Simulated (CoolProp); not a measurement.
Vapour-liquid equilibrium of R1234ze(E) (1) + n-pentane (2) at 238.7 K; x and y are mole fractions of (1).

Model: multi-fluid Helmholtz-energy mixture model, Thol 2016 and Thol 2019; pair parameters Bell 2016, in CoolProp.

Give the bubble pressure and the first vapour's composition at x = 0.05, 0.45, 0.65. Is there an azeotrope?

x = 0.05: 0.01206 MPa, y = 0.691; x = 0.45: 0.04027 MPa, y = 0.929; x = 0.65: 0.04291 MPa, y = 0.939. No azeotrope shows between x = 0.05 and 0.95.

The pair parameters rest on a limited set of measurements; away from them the model extrapolates. With so large a gap from Raoult's law the liquid may split in two, which this calculation doesn't test in full.
